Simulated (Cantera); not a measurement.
**Transport properties of process gases**

Gas mixture: H2 = 0.53 (molar parts), at 3.26 atm, frozen composition.

Cantera's kinetic-theory transport with the Lennard-Jones parameters of GRI-Mech 3.0, ideal gas; thermal conductivity in the mixture-averaged form.

```tsv
T (K)	ρ (kg/m³)	cp (J/kg/K)	μ (µPa s)	λ (mW/m/K)	Pr	D (cm²/s) H	D (cm²/s) OH	D (cm²/s) NH3
400	0.200	14520	10.9	229	0.689	1.09	0.539	0.415
550	0.145	14520	13.4	282	0.689	1.86	0.919	0.726
700	0.114	14560	15.6	331	0.687	2.79	1.37	1.10
850	0.0941	14780	17.7	380	0.690	3.85	1.89	1.53
1000	0.0800	14960	19.7	428	0.687	5.04	2.48	2.01
1150	0.0696	15270	21.5	477	0.689	6.36	3.13	2.55
1300	0.0615	15590	23.3	527	0.690	7.79	3.83	3.13
1450	0.0552	15910	25.0	576	0.691	9.34	4.59	3.75
```
D: mixture-averaged diffusion coefficient of that species in the mixture.
